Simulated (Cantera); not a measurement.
Charge: 1 mol TiCl4, 0.27 mol C3H8, 30 mol H2, held at 1875 K and 750 Pa.

Equilibrium computed with Cantera from the NASA thermochemical tables; the gas is ideal and each condensed phase is pure. Candidate condensed phases: C, C6H6, C7H8, C8H18, Ti, TiC, TiCl2, TiCl3, TiCl4; 96 gas species. The tables' values for TiCl2 are old estimates; treat these amounts as uncertain. TiC: taken at fixed stoichiometry. Kinetics and transport are ignored.

Base state: H2 0.880, HCl 0.106, H 0.00710, TiCl2 0.00349, TiCl3 0.00216, Cl 0.000650, TiCl 7.03e-5 (mole fractions); condensed: TiC(s).

Q: What changes in the equilibrium state with this change: temperature from 1875 K to 1348.15 K?

A: 
| species | before | after |
|---|---|---|
| H2 | 0.880 | 0.891 |
| HCl | 0.106 | 0.104 |
| TiCl3 | 0.00216 | 0.00523 |
| H | 0.00710 | 2.53e-5 |
| TiCl2 | 0.00349 | 5.50e-5 |
| TiCl | 7.03e-5 | <1e-9 |
| Cl | 0.000650 | 2.45e-6 |
| TiCl4 | 9.00e-6 | 0.000480 |
| TiC(s), mol | 0.810 | 0.810 |
